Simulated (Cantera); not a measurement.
Charge: 1 mol SiCl4, 0.086 mol HCl, a varied amount of H2, equilibrated at 1773 K and 50.0 mbar.

Equilibrium computed with Cantera from the NASA thermochemical tables; the gas is ideal and each condensed phase is pure. Candidate condensed phases: Si; 19 gas species. Gases not in the tables: Si2H6 and higher silanes. The numbers say what is thermodynamically allowed, not how fast it happens.

Task: At 380 mol H2, list the 5 most abundant gas species with their mole fractions, and the condensed phases.

Result: H2 0.988, HCl 0.0100, H 0.00126, SiCl2 0.000326, Si 4.26e-5. Condensed: Si(l).
